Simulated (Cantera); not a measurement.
A perfectly stirred reactor is fed with CO : H2 : O2 : N2 = 1 : 0.097 : 0.653 : 2.35 (molar parts), equivalence ratio 0.84, at 2.30 bar; it is adiabatic with a 350 K inlet, and is followed from long to short residence time, starting on the burning branch (τ in s: 0.025, 0.012, 0.0063, 0.0031, 0.0016, 0.00079, 0.00039, 0.0002, 9.9e-05, 4.9e-05, 2.5e-05).

Cantera simulation using GRI-Mech 3.0 (53 species, 325 reactions); the numbers are that mechanism's predictions, not measurements. The hydrogen kinetics of GRI-Mech 3.0 are dated; newer H2 mechanisms differ, most at raised pressure.

x: mole fraction; the columns are a selection and need not sum to one.

```
τ (s)    T (K)    x CO      x H2    x O2   x CO2    x HO2   x H2O      x NO
-------  -----  ------  --------  ------  ------  -------  ------  --------
0.025     2320  0.0220  0.000375  0.0374   0.256  1.74e-6  0.0250   0.00305
0.012     2285  0.0270  0.000467  0.0401   0.250  2.03e-6  0.0246   0.00199
0.0063    2238  0.0331  0.000589  0.0431   0.243  2.60e-6  0.0241   0.00123
0.0031    2171  0.0414  0.000765  0.0470   0.233  3.86e-6  0.0234  0.000646
0.0016    2097       ?         ?  0.0508   0.223        ?  0.0226         ?
0.00079   2004  0.0605   0.00120  0.0552   0.211  9.40e-6  0.0217  0.000180
0.00039   1898  0.0716   0.00146  0.0599   0.197  1.46e-5  0.0206  0.000114
0.00020   1778  0.0842   0.00168  0.0654   0.182  2.18e-5  0.0195   8.03e-5
9.9e-5       ?       ?         ?       ?       ?        ?  0.0190         ?
4.9e-5     350   0.244    0.0237   0.159  <1e-12   <1e-12  <1e-12    <1e-12
2.5e-5     350   0.244    0.0237   0.159  <1e-12   <1e-12  <1e-12    <1e-12
```

Question: What belongs in the gaps?

Answer: 
- 0.0016, x CO: 0.0503
- 0.0016, x H2: 0.000964
- 0.0016, x HO2: 5.92e-6
- 0.0016, x NO: 0.000337
- 9.9e-5, T (K): 1602
- 9.9e-5, x CO: 0.106
- 9.9e-5, x H2: 0.00188
- 9.9e-5, x O2: 0.0764
- 9.9e-5, x CO2: 0.157
- 9.9e-5, x HO2: 3.58e-5
- 9.9e-5, x NO: 4.20e-5
